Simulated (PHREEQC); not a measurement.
0.068 g of hydrous ferric oxide (600 m²/g; 0.2 weak and 0.005 strong sites per Fe, Dzombak-Morel constants, diffuse double layer) in 1 kg of water with 0.3 mol/kgw of an inert sodium salt and 7.6e-07 mol CaCl2, at 25 °C; the pH is set by adding NaOH or the inert anion's acid. Oxygen alone is held at its pressure in air (log pO2 = -0.68). CO2 from the air is kept out. Precipitation was switched off in this run.

Base run: PHREEQC, ion-association model, wateq4f.dat. Each further column changes one thing. The table gives surface charge σ (C/m²).

```
pH       base  background salt from 0.3 to 0.03 mol/kgw  oxide from 0.068 to 0.34 g/kgw  4.5e-05 mol/kgw PbCl2 added
-----  ------  ----------------------------------------  ------------------------------  ---------------------------
4       0.349                                     0.270                           0.349                        0.349
4.67    0.303                                     0.193                           0.303                   (withheld)
5.33    0.231                                     0.125                           0.231                        0.235
6       0.154                                     0.074                           0.154                        0.174
6.67    0.091                                     0.040                           0.091                        0.127
7.33    0.044                                (withheld)                           0.044                        0.083
8       0.006                                     0.002                           0.006                        0.043
8.67   -0.031                                    -0.012                          -0.031                        0.007
9.33   -0.073                                    -0.031                          -0.074                       -0.027
10     -0.130                                (withheld)                          -0.131                       -0.065
10.67  -0.203                                    -0.106                          -0.204                       -0.105
11.33  -0.279                                    -0.171                          -0.281                   (withheld)
12     -0.336                                    -0.260                          -0.338                       -0.243
```

Question: Some entries are withheld; supply them.

Answer: 
- 4.67, 4.5e-05 mol/kgw PbCl2 added: 0.305
- 7.33, background salt from 0.3 to 0.03 mol/kgw: 0.018
- 10, background salt from 0.3 to 0.03 mol/kgw: -0.061
- 11.33, 4.5e-05 mol/kgw PbCl2 added: -0.141

 In at least one series the solution becomes supersaturated in solids that the run did not let form, among them Pb(OH)2.
